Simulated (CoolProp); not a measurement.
Vapour-liquid equilibrium of n-heptane (1) + n-dodecane (2) at 42.25 °C; x and y are mole fractions of (1).

Computed with CoolProp (multi-fluid Helmholtz-energy mixture model, Span 2003 and Lemmon 2004; pair parameters Bell 2016).

```csv
x,bubble pressure (MPa),y at the bubble point,dew pressure at overall composition x (MPa),liquid density (mol/L)
0.05,0.0007329,0.911,7.188e-5,4.384
0.2,0.002870,0.981,8.527e-5,4.644
0.35,0.005053,0.991,0.0001048,4.931
0.5,0.007147,0.995,0.0001359,5.250
0.65,0.009116,0.997,0.0001933,5.608
0.8,0.01101,0.999,0.0003348,6.010
0.95,0.01293,1.000,0.001248,6.468
```

No azeotrope shows between x = 0.05 and 0.95.

Pair parameters are fitted to limited data, so mixtures are less certain than the pure fluids. The gap from Raoult's law changes sign with composition, which may be real or a fault of the pair parameters; it wasn't checked against measurements.
